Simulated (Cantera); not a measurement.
An adiabatic, constant-volume homogeneous reactor starts with 13.3 % CH4, 2.93 % C2H6, 17.6 % O2, 66.1 % N2, at 1575 K and 2300000 Pa.

Model: GRI-Mech 3.0 (53 species, 325 reactions), integrated in Cantera. The pressure lies above the range GRI-Mech 3.0 was tuned for (to about 10 atm).

### Question
Predict: time of steepest temperature rise; temperature at 1.00 s; equilibrium temperature; x(CH4) at 1.00 s; x(O2) at 1.00 s; x(H) at 1.00 s; x(O) at 1.00 s.

### Answer
```
Property                                                             Value
---------------------------------  ---------------------------------------
time of steepest temperature rise                                  10.8 µs
temperature at 1.00 s                                               2898 K
equilibrium temperature                                             2898 K
x(CH4) at 1.00 s                   1.34e-8 (gas-phase equilibrium 1.49e-8)
x(O2) at 1.00 s                    8.94e-6 (gas-phase equilibrium 8.94e-6)
x(H) at 1.00 s                     0.00665 (gas-phase equilibrium 0.00665)
x(O) at 1.00 s                     3.30e-5 (gas-phase equilibrium 3.30e-5)
```
